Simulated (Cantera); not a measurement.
## Ammonia decomposition in nitride growth gas

A perfectly stirred reactor is fed with NH₃ : H₂ = 1 : 4.9 (molar parts), at 1.00 bar; it is held at 2223 K, and followed from long to short residence time.

Model: the gas-phase N/H chemistry of the illustrative SiF4/NH3 mechanism in the Surface Chemkin manual (1991), integrated in Cantera. Walls and surfaces, which speed up NH3 decomposition in real reactors, are not modelled.

| τ (s) | x NH₃ | x H₂ | x N | x N₂H₂ | x H | x N₂H₄ | x NH₂ |
|---|---|---|---|---|---|---|---|
| 24 | 0.000306 | 0.921 | 3.88e-7 | 2.33e-10 | 0.00618 | 3.71e-12 | 6.38e-6 |
| 8.2 | 0.000526 | 0.921 | 6.61e-7 | 6.80e-10 | 0.00616 | 1.09e-11 | 1.09e-5 |
| 2.8 | 0.000913 | 0.921 | 1.11e-6 | 2.00e-9 | 0.00610 | 3.22e-11 | 1.88e-5 |
| 0.95 | 0.00163 | 0.921 | 1.84e-6 | 5.96e-9 | 0.00594 | 9.81e-11 | 3.28e-5 |
| 0.32 | 0.00316 | 0.920 | 2.87e-6 | 1.83e-8 | 0.00553 | 3.18e-10 | 5.91e-5 |
| 0.11 | 0.00710 | 0.919 | 3.81e-6 | 5.71e-8 | 0.00464 | 1.13e-9 | 0.000112 |
| 0.037 | 0.0191 | 0.913 | 4.12e-6 | 1.81e-7 | 0.00342 | 4.52e-9 | 0.000223 |
| 0.013 | 0.0461 | 0.898 | 4.09e-6 | 4.71e-7 | 0.00252 | 1.47e-8 | 0.000401 |
| 0.0043 | 0.0905 | 0.874 | 3.99e-6 | 9.87e-7 | 0.00195 | 3.61e-8 | 0.000629 |
x: mole fraction; the columns are a selection and need not sum to one.
